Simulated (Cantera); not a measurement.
An isothermal, constant-pressure homogeneous reactor starts with 36.5 % NH₃, 63.5 % H₂, at 2150 K and 0.210 bar.

Detailed kinetics in Cantera: the gas-phase N/H chemistry of the illustrative SiF4/NH3 mechanism in the Surface Chemkin manual (1991). Walls and surfaces, which speed up NH3 decomposition in real reactors, are not modelled.

x: mole fraction; the columns are a selection and need not sum to one.

```json
[
 {"t (s)": "0.000200", "x NH₃": "0.364", "x H₂": "0.635", "x H": "0.000484", "x N₂H₄": "2.23e-8", "x NH₂": "0.000843", "x N₂": "6.98e-5"},
 {"t (s)": "0.000478", "x NH₃": "0.361", "x H₂": "0.636", "x H": "0.000704", "x N₂H₄": "4.64e-8", "x NH₂": "0.00122", "x N₂": "0.000802"},
 {"t (s)": "0.00114", "x NH₃": "0.354", "x H₂": "0.640", "x H": "0.000732", "x N₂H₄": "4.77e-8", "x NH₂": "0.00123", "x N₂": "0.00325"},
 {"t (s)": "0.00274", "x NH₃": "0.339", "x H₂": "0.650", "x H": "0.000754", "x N₂H₄": "4.49e-8", "x NH₂": "0.00120", "x N₂": "0.00893"},
 {"t (s)": "0.00654", "x NH₃": "0.305", "x H₂": "0.672", "x H": "0.000806", "x N₂H₄": "3.90e-8", "x NH₂": "0.00112", "x N₂": "0.0213"},
 {"t (s)": "0.0156", "x NH₃": "0.240", "x H₂": "0.713", "x H": "0.000927", "x N₂H₄": "2.83e-8", "x NH₂": "0.000950", "x N₂": "0.0453"},
 {"t (s)": "0.0374", "x NH₃": "0.140", "x H₂": "0.776", "x H": "0.00121", "x N₂H₄": "1.39e-8", "x NH₂": "0.000665", "x N₂": "0.0819"},
 {"t (s)": "0.0895", "x NH₃": "0.0427", "x H₂": "0.837", "x H": "0.00195", "x N₂H₄": "2.88e-9", "x NH₂": "0.000303", "x N₂": "0.118"},
 {"t (s)": "0.214", "x NH₃": "…", "x H₂": "0.860", "x H": "…", "x N₂H₄": "3.39e-11", "x NH₂": "…", "x N₂": "0.133"},
 {"t (s)": "0.512", "x NH₃": "5.90e-5", "x H₂": "0.858", "x H": "0.00857", "x N₂H₄": "<1e-12", "x NH₂": "1.80e-6", "x N₂": "0.133"},
 {"t (s)": "1.22", "x NH₃": "1.65e-5", "x H₂": "0.858", "x H": "0.00858", "x N₂H₄": "<1e-12", "x NH₂": "5.02e-7", "x N₂": "0.133"},
 {"t (s)": "2.93", "x NH₃": "6.08e-6", "x H₂": "0.858", "x H": "0.00858", "x N₂H₄": "<1e-12", "x NH₂": "1.86e-7", "x N₂": "0.133"},
 {"t (s)": "7.00", "x NH₃": "…", "x H₂": "0.858", "x H": "0.00858", "x N₂H₄": "<1e-12", "x NH₂": "…", "x N₂": "0.133"}
]
```

Task: Complete the blanks.

Result: 
- 0.214, x NH₃: 0.00150
- 0.214, x H: 0.00619
- 0.214, x NH₂: 3.30e-5
- 7.00, x NH₃: 2.53e-6
- 7.00, x NH₂: 7.71e-8
